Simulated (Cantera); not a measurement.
An adiabatic, constant-volume homogeneous reactor starts with CH4 : C2H6 : O2 : N2 = 1 : 0.19 : 1.27 : 4.77 (molar parts), at 1150 K and 100000 Pa. Integrator tolerance rtol = 1e-08.

Computed with Cantera and GRI-Mech 3.0 (53 species, 325 reactions).

### Question
What does this change do: initial temperature 1150 to 1175 K?

### Answer
```tsv
quantity	before	after
time of steepest temperature rise	6.51 ms	4.59 ms
temperature at 0.200 s	2492 K	2510 K
equilibrium temperature	2492 K	2510 K
x(CH4) at 0.200 s	1.46e-10 (gas-phase equilibrium 1.64e-10)	1.31e-10 (gas-phase equilibrium 1.48e-10)
x(C2H6) at 0.200 s	<1e-12 (gas-phase equilibrium <1e-12)	<1e-12 (gas-phase equilibrium <1e-12)
x(O2) at 0.200 s	5.65e-6 (gas-phase equilibrium 5.65e-6)	6.85e-6 (gas-phase equilibrium 6.85e-6)
x(NO) at 0.200 s	9.82e-5 (gas-phase equilibrium 9.82e-5)	0.000112 (gas-phase equilibrium 0.000112)
x(NO2) at 0.200 s	7.38e-10 (gas-phase equilibrium 7.38e-10)	8.99e-10 (gas-phase equilibrium 8.99e-10)
```
